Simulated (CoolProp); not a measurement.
A Linde-Hampson liquefier for oxygen: isothermal reversible compression at 200 K from 1 atm to 20 MPa, throttling to 1 atm, return gas leaving the recuperator 10 K below the feed. Each further row changes one setting.

Values from CoolProp's reference Helmholtz-energy equation of state, Schmidt 1985.

| case | liquid yield per pass | compression work (kJ/kg of gas) |
|---|---|---|
| as stated | 0.317 | 246 |
| high pressure 40 MPa | 0.358 | 275 |
| warm-end temperature 230 K | 0.205 | 297 |
| warm-end gap 15 K | 0.307 | 246 |
